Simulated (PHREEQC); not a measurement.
Synthetic water in mg/L, 51 °C, pH 2.88, pe 10.4:

```tsv
constituent	mg/L
Na	63.9
K	0.0179
Ca	171
Mg	75.6
Cl	27
S(6) as SO4	645
Br	14.3
Cu(2)	0.887
```

Valence states are taken as typed.

All values are PHREEQC results (ion-association model, phreeqc.dat), not measurements.

No solid was allowed to form.

Question: Order these Ca species by the share of Ca that they hold, largest first: CaSO4, CaHSO4+, Ca+2.

Answer: Ca+2 (79 %), CaSO4 (21 %), CaHSO4+ (0.33 %)

The pH is 2.88 and the ionic strength 0.0217 mol/kgw. Constants without temperature data keep their 25 °C values here.
